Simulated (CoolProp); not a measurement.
Vapour-liquid equilibrium of toluene (1) + p-xylene (2) at 1.69 MPa; x and y are mole fractions of (1).

Computed with CoolProp (multi-fluid Helmholtz-energy mixture model, Lemmon 2006 and Zhou 2012; pair parameters Bell 2016).

| x | bubble temperature (°C) | y at the bubble point | dew temperature at overall composition x (°C) | liquid density (mol/L) |
|---|---|---|---|---|
| 0.05 | 284.2 | 0.066 | 284.7 | 5.348 |
| 0.2 | 278.3 | 0.253 | 280.0 | 5.524 |
| 0.35 | 272.6 | 0.424 | 275.1 | 5.701 |
| 0.5 | 267.1 | 0.580 | 269.9 | 5.880 |
| 0.65 | 261.9 | 0.720 | 264.5 | 6.061 |
| 0.8 | 256.9 | 0.847 | 258.8 | 6.245 |
| 0.95 | 252.3 | 0.963 | 252.8 | 6.433 |

No azeotrope shows between x = 0.05 and 0.95.

The pair parameters rest on a limited set of measurements; away from them the model extrapolates.
